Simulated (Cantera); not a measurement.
A Cantera script and what it prints.

```python
import numpy as np
import cantera as ct

gas_names = """
    CL CL2 H HCL H2 Si SiCL SiCL2 SiCL3 SiCL4 SiH SiHCL3 SiH2 SiH2CL2 SiH3 SiH3CL SiH4 Si2 Si3
""".split()
cond_names = """
    Si(cr) Si(L)
""".split()


# ... load() reads the species with a 1 bar reference pressure and builds the phases ...
atoms = {
    'Si': {'Si': 1},
    'Cl2': {'CL': 2},
    'H2': {'H': 2},
}
top_T = {}  # K; cautious upper limits of use, not melting points


# ... equilibrate(T, P, feed) seeds the gas with the atoms and calls Mixture.equilibrate('TP', solver="vcs", rtol=1e-11, max_steps=5000) ...
results = []
feed = {'Si': 1, 'Cl2': 0.72, 'H2': 17}  # mol
P = 101325  # Pa
for T in [723, 823, 923, 1023, 1123, 1223, 1323, 1423, 1523, 1623]:
    mix = equilibrate(T, P, feed)
    results.append((T, P, feed, dict(zip(mix.species_names, mix.species_moles))))

top = {s: max(r[3][s] / sum(r[3][g] for g in gas_names) for r in results) for s in gas_names}
cols = sorted((s for s in top if top[s] > 1e-05), key=lambda s: -top[s])[:7]
seen = [c for c in cond_names if any(r[3].get(c, 0) > 1e-12 for r in results)]
print("log10 of partial pressures in bar; condensed amounts in mol")
print(f"{'T/K':>10s}" + "".join(f"{s[:9]:>10s}" for s in cols + seen))
for T, P, feed, n in results:
    ng = sum(n[g] for g in gas_names)
    print(f"{T:10.4g}" + "".join(f"{np.log10(max(n[s] / ng * P / 1e5, 1e-99)):10.3f}" for s in cols)
          + "".join(f"{n.get(c, 0):10.4g}" for c in seen))
```

It prints:

```
log10 of partial pressures in bar; condensed amounts in mol
       T/K        H2       HCL    SiHCL3     SiCL2     SiCL4     SiCL3   SiH2CL2    Si(cr)
       723    -0.005    -3.580    -1.902    -7.262    -1.953    -5.807    -3.011    0.5791
       823    -0.005    -2.953    -1.920    -5.859    -1.950    -4.881    -2.966    0.5838
       923    -0.006    -2.467    -1.944    -4.771    -1.957    -4.167    -2.940    0.5953
      1023    -0.008    -2.085    -1.982    -3.912    -1.986    -3.612    -2.933     0.618
      1123    -0.010    -1.784    -2.048    -3.233    -2.056    -3.191    -2.951    0.6542
      1223    -0.014    -1.555    -2.165    -2.709    -2.195    -2.903    -3.010    0.6995
      1323    -0.019    -1.396    -2.369    -2.336    -2.451    -2.763    -3.130    0.7412
      1423    -0.022    -1.306    -2.682    -2.110    -2.855    -2.782    -3.325    0.7669
      1523    -0.024    -1.268    -3.074    -1.997    -3.368    -2.920    -3.573    0.7761
      1623    -0.025    -1.256    -3.482    -1.943    -3.903    -3.107    -3.833    0.7762
```

Equilibrium computed with Cantera from the NASA thermochemical tables; the gas is ideal and each condensed phase is pure. The tables' values for SiCl3 are old estimates; treat these amounts as uncertain.
